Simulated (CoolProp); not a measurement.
A simple Rankine cycle with hexamethyldisiloxane (MM): condensing at 301.15 K, boiler at 1.4 MPa, turbine inlet 500.3 K, turbine efficiency 0.8, pump efficiency 0.7, no recuperator. Each further row changes one setting.

Computed with CoolProp (reference Helmholtz-energy equation of state, Thol 2016).

```tsv
case	thermal efficiency (%)	net work (kJ/kg)	heat in (kJ/kg)	turbine exit temperature (K)	volume ratio over the turbine
as stated	16.7	(withheld)	533	430.9	323
turbine inlet 520.3 K	16.4	95.5	(withheld)	(withheld)	(withheld)
condensing temperature 293.15 K	(withheld)	96.2	548	427.1	482
boiler pressure 0.98 MPa	15.9	(withheld)	553	442.0	(withheld)
turbine efficiency 0.7	14.6	77.8	533	437.1	328
```

Some entries are withheld; supply them.


- as stated, net work (kJ/kg): 89.2
- turbine inlet 520.3 K, heat in (kJ/kg): 583
- turbine inlet 520.3 K, turbine exit temperature (K): 454.2
- turbine inlet 520.3 K, volume ratio over the turbine: 278
- condensing temperature 293.15 K, thermal efficiency (%): 17.5
- boiler pressure 0.98 MPa, net work (kJ/kg): 88.1
- boiler pressure 0.98 MPa, volume ratio over the turbine: 178
